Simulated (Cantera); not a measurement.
Input (Python, Cantera) and output of one run.

```python
import numpy as np
import cantera as ct

gas_names = """
    H HO2 H2 H2O H2O2 O OH O2 O3 V VO VO2
""".split()
cond_names = """
    H2O(s) H2O(L) V(cr) V(L) VO(s) VO(L) V2O3(s) V2O3(L) V2O4(I) V2O4(II) V2O4(L) V2O5(s) V2O5(L)
""".split()


# ... load() reads the species with a 1 bar reference pressure and builds the phases ...
atoms = {
    'V2O3': {'V': 2, 'O': 3},
    'H2': {'H': 2},
    'H2O': {'H': 2, 'O': 1},
}
top_T = {}  # K; cautious upper limits of use, not melting points


# ... equilibrate(T, P, feed) seeds the gas with the atoms and calls Mixture.equilibrate('TP', solver="vcs", rtol=1e-11, max_steps=5000) ...
results = []
feed = {'V2O3': 1, 'H2': 2.7, 'H2O': 4.7}  # mol
P = 55  # Pa
for T in [1350, 1400, 1450, 1500, 1550, 1600, 1650, 1700]:
    mix = equilibrate(T, P, feed)
    results.append((T, P, feed, dict(zip(mix.species_names, mix.species_moles))))
    x = sorted(zip(gas.X, gas.species_names), reverse=True)
    print(f"T = {T:g} K  P = {P:g} Pa  gas = {mix.phase_moles(0):.4g} mol")
    print("   x: " + "  ".join(f"{s} {v:.3e}" for v, s in x if v > 0.0001))
    print("   condensed (mol): " + ("  ".join(f"{mix.phase(i).name} {mix.phase_moles(i):.4g}"
          for i in range(1, mix.n_phases) if mix.phase_moles(i) > 1e-12) or "none"))
```

It prints:

```
T = 1350 K  P = 55 Pa  gas = 7.4 mol
   x: H2O 6.351e-01  H2 3.648e-01
   condensed (mol): V2O3(s) 1
T = 1400 K  P = 55 Pa  gas = 7.4 mol
   x: H2O 6.351e-01  H2 3.648e-01  H 1.253e-04
   condensed (mol): V2O3(s) 1
T = 1450 K  P = 55 Pa  gas = 7.401 mol
   x: H2O 6.350e-01  H2 3.647e-01  H 2.435e-04
   condensed (mol): V2O3(s) 1
T = 1500 K  P = 55 Pa  gas = 7.402 mol
   x: H2O 6.349e-01  H2 3.646e-01  H 4.532e-04
   condensed (mol): V2O3(s) 0.9999
T = 1550 K  P = 55 Pa  gas = 7.404 mol
   x: H2O 6.348e-01  H2 3.643e-01  H 8.106e-04
   condensed (mol): V2O3(s) 0.9998
T = 1600 K  P = 55 Pa  gas = 7.407 mol
   x: H2O 6.344e-01  H2 3.640e-01  H 1.399e-03  VO2 1.652e-04
   condensed (mol): V2O3(s) 0.9994
T = 1650 K  P = 55 Pa  gas = 7.413 mol
   x: H2O 6.336e-01  H2 3.634e-01  H 2.335e-03  VO2 4.842e-04  OH 1.839e-04
   condensed (mol): V2O3(s) 0.9982
T = 1700 K  P = 55 Pa  gas = 7.425 mol
   x: H2O 6.320e-01  H2 3.626e-01  H 3.783e-03  VO2 1.328e-03  OH 3.407e-04
   condensed (mol): V2O3(s) 0.9951
```

Method: chemical equilibrium by Gibbs-energy minimisation in Cantera with the NASA 1993 tables (ideal gas, pure condensed phases). Condensed phases not in the tables: the oxides between V2O3 and V2O5 other than VO2.
